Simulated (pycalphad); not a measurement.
All values are pycalphad results on the COST 507 light-alloy database (1999) (1 atm), not direct measurements. These are 1990s assessments: newer ones move some temperatures and phases. Amounts are mole fractions of atoms.

Question: Give the equilibrium state of Al-1.13Si-0.25Mg (at.%) at 227 °C.

Answer: FCC_A1, fraction 0.986, with 0.01 Si, 0.01 Mg at.%; DIAMOND_A4, fraction 0.010, with >99.99 Si, no Mg at.%; MG2SI, fraction 0.004, with 33.3 Si, 66.7 Mg at.%.

Question: Give the equilibrium state of Al-1.13Si-0.25Mg (at.%) at 502 °C.

Answer: FCC_A1, fraction 0.996, with 0.78 Si, 0.25 Mg at.%; DIAMOND_A4, fraction 0.004, with >99.99 Si, no Mg at.%.

Database names, with the compositions (at.%) that they take in these runs: MG2SI: Mg 67 Si 33. FCC_A1 is fcc; DIAMOND_A4 is diamond (Si). An entry "none" or "no" means that the model of the phase leaves that element out.
